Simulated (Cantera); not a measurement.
# Thermodynamics of chemical vapour transport, feed PbO + H2O + N2

A closed system holds: 1 mol PbO, 0.018 mol H2O, 4.8 mol N2.

These are equilibrium values from Cantera (NASA tables, ideal gas, pure condensed phases), not measurements of a reactor. Candidate condensed phases: H2O, Pb, PbO, PbO2, Pb3O4; 27 gas species. Rates play no part.

Question: Map the stable condensed phases over T = 1075, 1125, 1175, 1225, 1275, 1325, 1375, 1425, 1475, 1525, 1575 K and P in Pa = 1000, 2000, 4000, 7900, 16000, 32000, 63000, 130000, 250000, 500000, 1000000.

Answer: 
```
T in K \ P in Pa
            1000    2000    4000    7900   16000   32000   63000  130000  250000  500000 1000000
   1575        A       A       A       A       B       B       B       B       B       B       B
   1525        A       A       A       A       B       B       B       B       B       B       B
   1475        A       A       A       B       B       B       B       B       B       B       B
   1425        A       A       B       B       B       B       B       B       B       B       B
   1375        A       B       B       B       B       B       B       B       B       B       B
   1325        B       B       B       B       B       B       B       B       B       B       B
   1275        B       B       B       B       B       B       B       B       B       B       B
   1225        B       B       B       B       B       B       B       B       B       B       B
   1175        B       B       B       B       B       B       B       B       B       B       B
   1125        B       B       B       B       B       B       B       B       B       B       B
   1075        B       B       B       B       B       B       B       B       B       B       B
```
A: gas only; B: PbO.
